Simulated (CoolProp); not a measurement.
The numbers come from the reference Helmholtz-energy equation of state, Bücker 2006 in CoolProp.

### Question
Give the vapour pressure (bar), vapour density (kg/m³), liquid cp (kJ/(kg K)), surface tension (mN/m) of saturated isobutane at 260.4, 290.7, 336.2 K.

### Answer
| T (K) | p (bar) | vapour density (kg/m³) | liquid cp (kJ/(kg K)) | surface tension (mN/m) |
|---|---|---|---|---|
| 260.4 | 0.974 | 2.72 | 2.22 | 14.3 |
| 290.7 | 2.80 | 7.37 | 2.38 | 10.8 |
| 336.2 | 9.32 | 24.1 | 2.74 | 5.91 |

Surface tension comes from a separate correlation (Mulero 2012).
